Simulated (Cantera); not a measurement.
An isothermal, constant-pressure homogeneous reactor starts with NO : N2 = 1 : 7.2 (molar parts), at 1650 K and 64.5 Torr. Integrator tolerance rtol = 1e-08.

Model: GRI-Mech 3.0 (53 species, 325 reactions), integrated in Cantera.

**Question.** What does this change do: pressure from 64.5 Torr to 0.230 bar?

**Answer.** 
```json
[
 {"quantity": "x(NO) at 40.0 s", "before": "0.116 (gas-phase equilibrium 0.00140)", "after": "0.108 (gas-phase equilibrium 0.00140)"},
 {"quantity": "x(N2O) at 40.0 s", "before": "4.84e-6 (gas-phase equilibrium 2.64e-8)", "after": "4.21e-6 (gas-phase equilibrium 4.32e-8)"},
 {"quantity": "x(NO2) at 40.0 s", "before": "1.58e-5 (gas-phase equilibrium 7.76e-7)", "after": "3.51e-5 (gas-phase equilibrium 1.27e-6)"},
 {"quantity": "x(O) at 40.0 s", "before": "5.79e-6 (gas-phase equilibrium 2.18e-5)", "after": "4.96e-6 (gas-phase equilibrium 1.33e-5)"},
 {"quantity": "x(O2) at 40.0 s", "before": "0.00294 (gas-phase equilibrium 0.0603)", "after": "0.00715 (gas-phase equilibrium 0.0603)"}
]
```

**Question.** What does this change do: N2 7.2 to 1.6 parts?

**Answer.** 
| quantity | before | after |
|---|---|---|
| x(NO) at 40.0 s | 0.116 (gas-phase equilibrium 0.00140) | 0.333 (gas-phase equilibrium 0.00231) |
| x(N2O) at 40.0 s | 4.84e-6 (gas-phase equilibrium 2.64e-8) | 3.83e-5 (gas-phase equilibrium 4.05e-8) |
| x(NO2) at 40.0 s | 1.58e-5 (gas-phase equilibrium 7.76e-7) | 0.000122 (gas-phase equilibrium 2.28e-6) |
| x(O) at 40.0 s | 5.79e-6 (gas-phase equilibrium 2.18e-5) | 1.56e-5 (gas-phase equilibrium 3.88e-5) |
| x(O2) at 40.0 s | 0.00294 (gas-phase equilibrium 0.0603) | 0.0259 (gas-phase equilibrium 0.191) |
